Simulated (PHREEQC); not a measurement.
Solution (25 °C): 54 mmol/kgw HF and 0.1 mmol/kgw NaF. Closed to the air; pH follows from the charge balance.

Model: ion-association model, wateq4f.dat, run in PHREEQC.

This is a speciation only: nothing precipitates in the calculation.

Problem. Order these F species by the share of F that they hold, largest first: HF2-, H2F2, F-, HF.

Solution. HF (73 %), H2F2 (15 %), F- (9.6 %), HF2- (2.9 %)

The pH is 2.26 and the ionic strength 0.00599 mol/kgw. wateq4f.dat counts part of the HF as a dimer, H2F2, which phreeqc.dat doesn't know; its constant is uncertain.
